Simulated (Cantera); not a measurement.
Cantera run:

```python
import numpy as np
import cantera as ct

gas_names = """
    F F2 N NF NF2 NF3 N2 Si SiF SiF2 SiF3 SiF4 SiN Si2 Si2N Si3
""".split()
cond_names = """
    Si(cr) Si(L) Si3N4(a)
""".split()


# ... load() reads the species with a 1 bar reference pressure and builds the phases ...
atoms = {
    'Si': {'Si': 1},
    'NF3': {'N': 1, 'F': 3},
    'N2': {'N': 2},
}
top_T = {'Si3N4(a)': 2400}  # K; cautious upper limits of use, not melting points


# ... equilibrate(T, P, feed) seeds the gas with the atoms and calls Mixture.equilibrate('TP', solver="vcs", rtol=1e-11, max_steps=5000) ...
results = []
feed = {'Si': 1, 'NF3': 1.8, 'N2': 0.17}  # mol
P = 1000  # Pa
for T in [475, 675, 875, 1075, 1275, 1475, 1675]:
    mix = equilibrate(T, P, feed)
    results.append((T, P, feed, dict(zip(mix.species_names, mix.species_moles))))

top = {s: max(r[3][s] / sum(r[3][g] for g in gas_names) for r in results) for s in gas_names}
cols = sorted((s for s in top if top[s] > 0.001), key=lambda s: -top[s])[:5]
seen = [c for c in cond_names if any(r[3].get(c, 0) > 1e-12 for r in results)]
print("log10 of partial pressures in bar; condensed amounts in mol")
print(f"{'T/K':>10s}" + "".join(f"{s[:9]:>10s}" for s in cols + seen))
for T, P, feed, n in results:
    ng = sum(n[g] for g in gas_names)
    print(f"{T:10.4g}" + "".join(f"{np.log10(max(n[s] / ng * P / 1e5, 1e-99)):10.3f}" for s in cols)
          + "".join(f"{n.get(c, 0):10.4g}" for c in seen))
```

It prints:

```
log10 of partial pressures in bar; condensed amounts in mol
       T/K      SiF4         F        N2       NF3        F2
       475    -2.362    -8.590    -2.440    -2.694    -5.776
       675    -2.390    -4.589    -2.430    -2.890    -3.044
       875    -2.465    -2.987    -2.436    -4.737    -2.731
      1075    -2.527    -2.453    -2.497    -7.345    -3.492
      1275    -2.539    -2.398    -2.510   -10.052    -4.644
      1475    -2.540    -2.395    -2.511   -12.129    -5.562
      1675    -2.540    -2.394    -2.511   -13.714    -6.269
```

Equilibrium computed with Cantera from the NASA thermochemical tables; the gas is ideal and each condensed phase is pure.
